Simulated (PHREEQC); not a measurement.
# Metal-bearing waste water: an equilibrium model

Solution (60 °C): 0.016 mol ZnSO4 and 5.2e-05 mol MgSO4 per kg of water. Closed to the air; pH follows from the charge balance.

The numbers come from PHREEQC with the ion-association model, phreeqc.dat.

| Quantity | Value |
|---|---|
| pH | 5.28 |
| ionic strength | 0.0387 mol/kgw |
| specific conductance | 3710 µS/cm |

| species | molality | activity | log γ |
|---|---|---|---|
| Zn+2 | 0.00965 | 0.00458 | -0.323 |
| SO4-2 | 0.00931 | 0.00441 | -0.325 |
| ZnSO4 | 0.00597 | 0.00603 | 0.004 |
| Zn(SO4)2-2 | 0.000366 | 0.000170 | -0.334 |
| MgSO4 | 2.76e-5 | 2.78e-5 | 0.004 |
| Mg+2 | 2.44e-5 | 1.20e-5 | -0.308 |
| ZnOH+ | 1.25e-5 | 1.03e-5 | -0.083 |
| HSO4- | 6.41e-6 | 5.29e-6 | -0.083 |
| H+ | 6.12e-6 | 5.24e-6 | -0.067 |
| OH- | 2.25e-8 | 1.84e-8 | -0.087 |
| Zn(OH)2 | 2.08e-9 | 2.10e-9 | 0.004 |

This is a speciation only: nothing precipitates in the calculation. Constants without temperature data keep their 25 °C values here.
